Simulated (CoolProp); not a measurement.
A simple Rankine cycle with benzene: condensing at 327.15 K, boiler at 2.59 MPa, turbine inlet 514.6 K, turbine efficiency 0.8, pump efficiency 0.7, no recuperator. Each further row changes one setting.

Computed with CoolProp (reference Helmholtz-energy equation of state, Thol 2012).

```json
[
 {"case": "as stated", "thermal efficiency (%)": "21.1", "net work (kJ/kg)": "133", "heat in (kJ/kg)": "632", "turbine exit temperature (K)": "392.8", "volume ratio over the turbine": "69.5"},
 {"case": "turbine inlet 534.6 K", "thermal efficiency (%)": "21.1", "net work (kJ/kg)": "144", "heat in (kJ/kg)": "679", "turbine exit temperature (K)": "417.8", "volume ratio over the turbine": "65.2"},
 {"case": "condensing temperature 319.15 K", "thermal efficiency (%)": "22.1", "net work (kJ/kg)": "[?]", "heat in (kJ/kg)": "646", "turbine exit temperature (K)": "386.0", "volume ratio over the turbine": "92.8"},
 {"case": "boiler pressure 1.81 MPa", "thermal efficiency (%)": "19.9", "net work (kJ/kg)": "131", "heat in (kJ/kg)": "659", "turbine exit temperature (K)": "412.4", "volume ratio over the turbine": "42.8"},
 {"case": "turbine efficiency 0.7", "thermal efficiency (%)": "18.4", "net work (kJ/kg)": "[?]", "heat in (kJ/kg)": "632", "turbine exit temperature (K)": "[?]", "volume ratio over the turbine": "71.6"}
]
```

**Question.** What belongs in the gaps?

**Answer.** 
- condensing temperature 319.15 K, net work (kJ/kg): 142
- turbine efficiency 0.7, net work (kJ/kg): 116
- turbine efficiency 0.7, turbine exit temperature (K): 404.6
